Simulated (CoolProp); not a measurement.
R1336mzz(E) at several states: density (kg/m³) from the reference equation and from simpler models built on Tc = 403.5 K, pc = 2779 kPa, ω = 0.413; each cubic takes its own stable root.

Values from CoolProp's reference Helmholtz-energy equation of state, Akasaka 2023.

```json
[
 {"T (K)": "243.8", "p (kPa)": "5700", "phase": "liquid", "reference": "1485", "van der Waals": "[?]", "Soave-Redlich-Kwong": "1312"},
 {"T (K)": "273.3", "p (kPa)": "2440", "phase": "liquid", "reference": "1404", "van der Waals": "810.7", "Soave-Redlich-Kwong": "[?]"},
 {"T (K)": "233.7", "p (kPa)": "3300", "phase": "liquid", "reference": "[?]", "van der Waals": "868.6", "Soave-Redlich-Kwong": "1324"},
 {"T (K)": "274.8", "p (kPa)": "16.9", "phase": "gas", "reference": "1.224", "van der Waals": "1.219", "Soave-Redlich-Kwong": "1.222"}
]
```

### Question
Some entries are withheld; supply them.

### Answer

- 243.8, van der Waals: 869.6
- 273.3, Soave-Redlich-Kwong: 1236
- 233.7, reference: 1504
